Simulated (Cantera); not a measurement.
A perfectly stirred reactor is fed with CH3OH : O2 : N2 = 1 : 1.36 : 5.13 (molar parts), at 8.10 bar; it is adiabatic with a 573 K inlet, and is followed from long to short residence time, starting on the burning branch (τ in s: 0.03, 0.017, 0.01, 0.0059, 0.0035, 0.002, 0.0012, 0.0007, 0.00041, 0.00024, 0.00014, 8.2e-05).

Computed with Cantera and GRI-Mech 3.0 (53 species, 325 reactions). GRI-Mech 3.0 was tuned for natural gas; its chemistry of methanol as a main component is partial and can be far from experiment.

Question: What does this change do: CH3OH 1 to 0.69 parts?

Answer: 
| quantity | before | after |
|---|---|---|
| blow-out, bracketed by the residence times tried | burning at 82.0 µs, the shortest tried | burning at 82.0 µs, the shortest tried |
| x(CH3OH) at τ = 30.0 ms | 5.31e-7 | 7.82e-7 |
| x(O2) at τ = 30.0 ms | 0.000910 | 0.0426 |
| x(CO) at τ = 30.0 ms | 0.0269 | 0.000880 |
| x(CH2CO) at τ = 30.0 ms | 1.75e-9 | 2.89e-11 |
| x(OH) at τ = 30.0 ms | 0.00250 | 0.00243 |
| x(CH3OH) at τ = 1.20 ms | 7.99e-6 | 1.31e-5 |
| x(O2) at τ = 1.20 ms | 0.00312 | 0.0439 |
| x(CO) at τ = 1.20 ms | 0.0299 | 0.00285 |
| x(CH2CO) at τ = 1.20 ms | 1.63e-8 | 1.13e-9 |
| x(OH) at τ = 1.20 ms | 0.00431 | 0.00348 |

Question: What does this change do: 0.43 parts H2 added?

Answer: 
```csv
quantity,before,after
"blow-out, bracketed by the residence times tried","burning at 82.0 µs, the shortest tried","burning at 82.0 µs, the shortest tried"
x(CH3OH) at τ = 30.0 ms,5.31e-7,6.66e-7
x(O2) at τ = 30.0 ms,0.000910,0.000103
x(CO) at τ = 30.0 ms,0.0269,0.0503
x(CH2CO) at τ = 30.0 ms,1.75e-9,6.69e-9
x(OH) at τ = 30.0 ms,0.00250,0.00115
x(CH3OH) at τ = 1.20 ms,7.99e-6,7.60e-6
x(O2) at τ = 1.20 ms,0.00312,0.000776
x(CO) at τ = 1.20 ms,0.0299,0.0509
x(CH2CO) at τ = 1.20 ms,1.63e-8,3.78e-8
x(OH) at τ = 1.20 ms,0.00431,0.00278
```

Question: What does this change do: O2 1.36 to 1.7 parts?

Answer: 
```
quantity                                                                          before                                   after
------------------------------------------------  --------------------------------------  --------------------------------------
blow-out, bracketed by the residence times tried  burning at 82.0 µs, the shortest tried  burning at 82.0 µs, the shortest tried
x(CH3OH) at τ = 30.0 ms                                                          5.31e-7                                 2.50e-7
x(O2) at τ = 30.0 ms                                                            0.000910                                  0.0244
x(CO) at τ = 30.0 ms                                                              0.0269                                 0.00795
x(CH2CO) at τ = 30.0 ms                                                          1.75e-9                                7.06e-11
x(OH) at τ = 30.0 ms                                                             0.00250                                 0.00694
x(CH3OH) at τ = 1.20 ms                                                          7.99e-6                                 5.52e-6
x(O2) at τ = 1.20 ms                                                             0.00312                                  0.0275
x(CO) at τ = 1.20 ms                                                              0.0299                                 0.00981
x(CH2CO) at τ = 1.20 ms                                                          1.63e-8                                 1.78e-9
x(OH) at τ = 1.20 ms                                                             0.00431                                 0.00773
```
